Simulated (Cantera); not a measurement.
A closed system holds: 1 mol S, 0.38 mol H₂O, equilibrated at 140 Pa.

Method: chemical equilibrium by Gibbs-energy minimisation in Cantera with the NASA 1993 tables (ideal gas, pure condensed phases). Candidate condensed phases: H₂O, H₂SO₄, S; 19 gas species. Rates play no part. All values below are at 2925 K.

Base state: S 0.426, H 0.361, O 0.107, SO 0.0745, H₂ 0.0118, S₂ 0.00623, OH 0.00560, SO₂ 0.00279 (mole fractions); condensed: gas only.

**Question.** What changes in the equilibrium state with this change: S replaced by HI?

**Answer.** 
```tsv
species	before	after
H	0.361	0.522
I	0	0.330
O	0.107	0.111
S	0.426	0
SO	0.0745	0
H₂	0.0118	0.0245
S₂	0.00623	0
SO₂	0.00279	0
SH	0.00247	0
```
Further candidate phases: I₂.
